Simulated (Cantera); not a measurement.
# Thermodynamics of abatement and gas-phase synthesis, feed CS2 + H2O + O2

A closed system holds: 1 mol CS2, 0.38 mol H2O, 0.05 mol O2, equilibrated at 45000 Pa.

Method: chemical equilibrium by Gibbs-energy minimisation in Cantera with the NASA 1993 tables (ideal gas, pure condensed phases). Candidate condensed phases: C, C6H6, C7H8, C8H18, H2O, H2SO4, S; 123 gas species. Gases not in the tables: S3 to S7. Rates play no part.

From 825 °C to 1525 °C nothing is condensed. The main C-bearing gas is CS2 throughout.

```json
[
 {"T (°C)": "825", "x CS2": "0.329", "x CO": "0.204", "x S2": "0.141", "x H2S": "0.219", "x H2": "0.0168", "x COS": "0.0840"},
 {"T (°C)": "925", "x CS2": "0.316", "x CO": "0.239", "x S2": "0.166", "x H2S": "0.197", "x H2": "0.0319", "x COS": "0.0471"},
 {"T (°C)": "1025", "x CS2": "0.308", "x CO": "0.256", "x S2": "0.184", "x H2S": "0.171", "x H2": "0.0529", "x COS": "0.0267"},
 {"T (°C)": "1125", "x CS2": "0.302", "x CO": "0.262", "x S2": "0.198", "x H2S": "0.143", "x H2": "0.0772", "x COS": "0.0158"},
 {"T (°C)": "1225", "x CS2": "0.297", "x CO": "0.264", "x S2": "0.211", "x H2S": "0.114", "x H2": "0.101", "x COS": "0.00990"},
 {"T (°C)": "1325", "x CS2": "0.292", "x CO": "0.264", "x S2": "0.221", "x H2S": "0.0897", "x H2": "0.122", "x COS": "0.00653"},
 {"T (°C)": "1425", "x CS2": "0.287", "x CO": "0.263", "x S2": "0.228", "x H2S": "0.0695", "x H2": "0.139", "x COS": "0.00451"},
 {"T (°C)": "1525", "x CS2": "0.282", "x CO": "0.261", "x S2": "0.234", "x H2S": "0.0536", "x H2": "0.152", "x COS": "0.00324"}
]
```
x: gas mole fraction; nothing condenses.
